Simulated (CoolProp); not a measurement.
Properties of acetone at several states.

Values from CoolProp's reference Helmholtz-energy equation of state, Lemmon 2006. It is a short technical equation, of lower accuracy than the large ones.

| T (°C) | p (kPa) | phase | density (kg/m³) | cp (kJ/(kg K)) | speed of sound (m/s) |
|---|---|---|---|---|---|
| 171.45 | 1210 | gas | 23.50 | 2.198 | 222.4 |
| 48.55 | 8440 | liquid | 767.5 | 2.182 | 1118 |
| 78.55 | 2380 | liquid | 725.1 | 2.293 | 941.6 |
| 175.15 | 13.8 | gas | 0.2154 | 1.727 | 264.2 |
| 87.45 | 1230 | liquid | 712.0 | 2.332 | 890.9 |
